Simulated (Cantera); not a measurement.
Feed: 1 mol Si, 8.6 mol Cl₂, 61 mol N₂, equilibrated at 1098 K and 3.40e-5 bar.

Method: chemical equilibrium by Gibbs-energy minimisation in Cantera with the NASA 1993 tables (ideal gas, pure condensed phases). Candidate condensed phases: Si, Si₃N₄; 13 gas species. Rates play no part.

Base state: N₂ 0.861, Cl 0.0630, Cl₂ 0.0617, SiCl₄ 0.0141 (mole fractions); condensed: gas only.

Task: What changes in the equilibrium state with this change: Cl₂ from 8.6 to 2.6 mol?

Result: 
```json
[
 {"species": "N₂", "before": "0.861", "after": "0.968"},
 {"species": "SiCl₄", "before": "0.0141", "after": "0.0159"},
 {"species": "Cl", "before": "0.0630", "after": "0.0134"},
 {"species": "Cl₂", "before": "0.0617", "after": "0.00281"}
]
```
